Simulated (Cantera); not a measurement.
Charge: 1 mol Si, 1.7 mol SF6, 4.5 mol NF3, at 2.30 mbar.

Cantera equilibrium calculation (NASA polynomials, part measured and part estimated; ideal gas, pure solids and liquids). Candidate condensed phases: S, Si, Si3N4; 29 gas species. Equilibrium is a limit: real reactors are often held back by kinetics, nucleation or transport.

Q: At 477 °C, list the 6 most abundant gas species with their mole fractions, and the condensed phases.

A: F2 0.429, N2 0.220, SF6 0.175, SiF4 0.103, F 0.0501, NF3 0.0228. Condensed: gas only.
